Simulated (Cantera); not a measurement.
A closed system holds: 1 mol B2H6, 3.8 mol N2, at 1900 K and 13.3 mbar.

Method: chemical equilibrium by Gibbs-energy minimisation in Cantera with the NASA 1993 tables (ideal gas, pure condensed phases). Candidate condensed phases: B, BN; 15 gas species. The feed counts by its element totals alone. Rates play no part.

Base state: H2 0.513, N2 0.482, H 0.00492 (mole fractions); condensed: BN(s).

### Question
What changes in the equilibrium state with this change: temperature from 1900 K to 775 K?

### Answer
```csv
species,before,after
H2,0.513,0.517
N2,0.482,0.483
NH3,8.16e-8,1.34e-5
H,0.00492,<1e-9
"BN(s), mol",2.00,2.00
```
N2 is the only nitrogen source here; it is nearly inert below about 1500 K, so the nitride shown seldom forms there in practice.
